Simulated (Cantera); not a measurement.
Feed: 1 mol CH4, 1.9 mol O2, held at 1000 Pa.

These are equilibrium values from Cantera (NASA tables, ideal gas, pure condensed phases), not measurements of a reactor. Candidate condensed phases: C, C6H6, C7H8, C8H18, H2O; 110 gas species. Equilibrium is a limit: real reactors are often held back by kinetics, nucleation or transport.

Question: At 1225 K, list the 4 most abundant gas species with their mole fractions, and the condensed phases.

Answer: H2O 0.628, CO2 0.306, H2 0.0389, CO 0.0278. Condensed: gas only.
